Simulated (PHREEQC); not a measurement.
A made-up water analysis in mg/kgw, 25 °C, pH 6.52:

```tsv
constituent	mg/kgw
Na	1820
K	314
Ca	166
Mg	179
Cl	3500
S(6) as SO4	432
Alkalinity as HCO3	73.2
Li	1.8
```

Valence states are taken as typed.

All values are PHREEQC results (Pitzer model, pitzer.dat), not measurements.

Task: The ionic strength comes out as 0.126 mol/kgw. What activity coefficients do Cl-, HCO3-, K+, SO4-2, Mg+2 get?

Result: Cl- 0.75, HCO3- 0.83, K+ 0.76, SO4-2 0.25, Mg+2 0.35. Single-ion values are on the MacInnes scale.

No solid was allowed to form. Species that the database lacks are ignored.
